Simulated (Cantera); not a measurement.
An isothermal, constant-pressure homogeneous reactor starts with CH4 : O2 : N2 = 0.016 : 0.0065 : 1 (molar parts), equivalence ratio 4.9, at 1573 K and 0.800 bar.

Model: GRI-Mech 3.0 (53 species, 325 reactions), integrated in Cantera.

One state of this run: x CH4 = 0.0152; x O2 = 0.00624; x HCN = 3.43e-11; x CO2 = 2.98e-6; x C2H = 8.57e-12; x NO = 2.05e-11. x: mole fraction; the columns are a selection and need not sum to one.

### Question
Which value of t (s) does it belong to?
(A) 0.0691
(B) 0.0182
(C) 0.263
(D) 0.00478

### Answer
D, 0.00478
